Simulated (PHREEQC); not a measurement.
Na2CO3 is added in steps, without added water, to 1 kg of water holding 10 mmol/kgw SrCl2, 3.5 mmol/kgw NaHCO3 and 0.0024 mmol/kgw H4SiO4, at 25 °C. O2 is buffered at 0.21 atm. CO2 from the air is kept out. The run lets Strontianite, SiO2(a), Halite, Nahcolite, Natron precipitate or redissolve, and no other solid.

Base run: PHREEQC, ion-association model, wateq4f.dat. Each further column changes one thing. The table gives Sr in solution (mol/kgw).

| Na2CO3 added (mol) | base | database phreeqc.dat | all activity coefficients set to 1 | Debye-Hückel limiting law | Davies equation for every ion |
|---|---|---|---|---|---|
| 0 | 0.00893 | 0.00893 | 0.00874 | 0.00899 | 0.00894 |
| 0.0006875 | 0.00825 | 0.00825 | [?] | 0.00832 | 0.00826 |
| 0.001719 | 0.00725 | 0.00725 | 0.00706 | 0.00732 | 0.00726 |
| 0.002406 | 0.00658 | 0.00658 | 0.00639 | 0.00665 | 0.00660 |
| 0.003438 | 0.00559 | 0.00559 | 0.00539 | 0.00566 | 0.00560 |
| 0.004125 | 0.00493 | 0.00493 | 0.00473 | 0.00500 | 0.00495 |
| 0.005156 | 0.00396 | 0.00396 | 0.00375 | 0.00403 | 0.00397 |
| 0.005844 | 0.00332 | 0.00332 | 0.00311 | 0.00338 | 0.00333 |
| 0.006875 | 0.00238 | 0.00238 | 0.00217 | 0.00244 | 0.00239 |
| 0.007562 | 0.00178 | 0.00178 | 0.00157 | 0.00184 | 0.00179 |
| 0.008594 | 0.000930 | 0.000930 | 0.000752 | 0.000978 | 0.000939 |
| 0.009281 | 0.000431 | 0.000431 | 0.000312 | 0.000463 | 0.000437 |
| 0.01031 | 7.25e-6 | 7.26e-6 | [?] | [?] | 7.59e-6 |
| 0.011 | 2.67e-6 | 2.67e-6 | [?] | 3.49e-6 | 2.79e-6 |

Problem. Complete the blanks.

Solution. 
- 0.0006875, all activity coefficients set to 1: 0.00806
- 0.01031, all activity coefficients set to 1: 3.00e-6
- 0.01031, Debye-Hückel limiting law: 9.47e-6
- 0.011, all activity coefficients set to 1: 1.20e-6

 phreeqc.dat and wateq4f.dat share most of their constants, so their agreement is no independent check. Solids allowed in the column 'database phreeqc.dat': Strontianite, Quartz, Halite.
